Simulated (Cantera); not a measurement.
An isothermal, constant-pressure homogeneous reactor starts with 26.3 % C2H6, 73.7 % H2, at 1225 K and 1.00 bar.

Model: GRI-Mech 3.0 (53 species, 325 reactions), integrated in Cantera. GRI-Mech 3.0 stops at C3 and has no aromatics, soot or wall deposition, so with more carbon than oxygen in the feed, carbon stays in small species such as C2H2 where larger ones or solid carbon would form.

Question: Predict: x(C2H6) at 6.00 s; x(H2) at 6.00 s; x(C2H2) at 6.00 s; x(C2H4) at 6.00 s.

Answer: 
```json
{
  "x(C2H6) at 6.00 s": "0.00336 (gas-phase equilibrium 0.000454)",
  "x(H2) at 6.00 s": "0.582 (gas-phase equilibrium 0.491)",
  "x(C2H2) at 6.00 s": "0.0115 (gas-phase equilibrium 0.00203)",
  "x(C2H4) at 6.00 s": "0.0533 (gas-phase equilibrium 0.00817)"
}
```
